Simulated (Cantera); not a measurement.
A Cantera script and what it prints.

```python
import numpy as np
import cantera as ct

gas_names = """
    F F2 N NF NF2 NF3 N2 Si SiF SiF2 SiF3 SiF4 SiN Si2 Si2N Si3
""".split()
cond_names = """
    Si(cr) Si(L) Si3N4(a)
""".split()


# ... load() reads the species with a 1 bar reference pressure and builds the phases ...
atoms = {
    'Si': {'Si': 1},
    'NF3': {'N': 1, 'F': 3},
    'N2': {'N': 2},
}
top_T = {'Si3N4(a)': 2400}  # K; cautious upper limits of use, not melting points


# ... equilibrate(T, P, feed) seeds the gas with the atoms and calls Mixture.equilibrate('TP', solver="vcs", rtol=1e-11, max_steps=5000) ...
results = []
feed = {'Si': 1, 'NF3': 0.77, 'N2': 1.2}  # mol
T = 1475  # K
P = 100000  # Pa
mix = equilibrate(T, P, feed)
results.append((T, P, feed, dict(zip(mix.species_names, mix.species_moles))))
print(gas.report(threshold=1e-05))
for i in range(1, mix.n_phases):
    print(f"{mix.phase(i).name:16s} {mix.phase_moles(i):12.5e} mol")
```

Result:

```
       temperature   1475 K
          pressure   1e+05 Pa
           density   0.41841 kg/m^3
  mean mol. weight   51.314 kg/kmol
   phase of matter   gas

                          1 kg             1 kmol
                     ---------------   ---------------
          enthalpy       -8.4346e+06       -4.3281e+08  J
   internal energy       -8.6736e+06       -4.4507e+08  J
           entropy            5950.5        3.0534e+05  J/K
    Gibbs function       -1.7212e+07       -8.8318e+08  J
 heat capacity c_p            1096.2             56250  J/K
 heat capacity c_v            934.18             47936  J/K

                      mass frac. Y      mole frac. X     chem. pot. / RT
                     ---------------   ---------------   ---------------
                N2           0.37793           0.69226           -26.328
              SiF2        7.9769e-05        6.1942e-05           -93.411
              SiF3         0.0092982         0.0056079           -134.48
              SiF4           0.61269           0.30207           -175.55
     [  +12 minor]        1.5903e-09         1.739e-09

Si(cr)            0.00000e+00 mol
Si3N4(a)          1.39933e-01 mol
```

Method: chemical equilibrium by Gibbs-energy minimisation in Cantera with the NASA 1993 tables (ideal gas, pure condensed phases). The tables' values for SiF3, SiF2 are old estimates; treat these amounts as uncertain.
